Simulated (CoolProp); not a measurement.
Saturation properties of C3F8 (R218) (Tc = 345.0 K, pc = 2640 kPa, ω = 0.317).

Model: reference Helmholtz-energy equation of state, Lemmon 2006, in CoolProp. It is a short technical equation, of lower accuracy than the large ones.

| T (K) | p (kPa) | vapour density (kg/m³) | liquid cp (kJ/(kg K)) | surface tension (mN/m) | liquid viscosity (µPa s) | liquid conductivity (mW/(m K)) |
|---|---|---|---|---|---|---|
| 267 | 337.7 | 32.51 | 1.054 | 7.01 | 269 | 53.6 |
| 270.7 | 382.5 | 36.76 | 1.065 | 6.60 | 254 | 52.6 |
| 274.4 | 431.6 | 41.46 | 1.077 | 6.20 | 240 | 51.6 |
| 278.1 | 485.2 | 46.64 | 1.089 | 5.81 | 227 | 50.6 |
| 281.8 | 543.8 | 52.36 | 1.103 | 5.42 | 215 | 49.6 |
| 285.4 | 605.6 | 58.50 | 1.116 | 5.04 | 203 | 48.6 |
| 289.1 | 674.5 | 65.45 | 1.132 | 4.66 | 192 | 47.7 |
| 292.8 | 749.0 | 73.14 | 1.149 | 4.29 | 182 | 46.7 |
| 296.5 | 829.5 | 81.64 | 1.167 | 3.92 | 171 | 45.7 |

It boils at 236.4 K under 1 atm.

Viscosity comes from a separate model (Huber 2003), an estimate that may be off by 10 % or more. Thermal conductivity comes from a separate model (Huber 2003), an estimate that may be off by 10 % or more. Surface tension comes from a separate correlation (Mulero 2012).
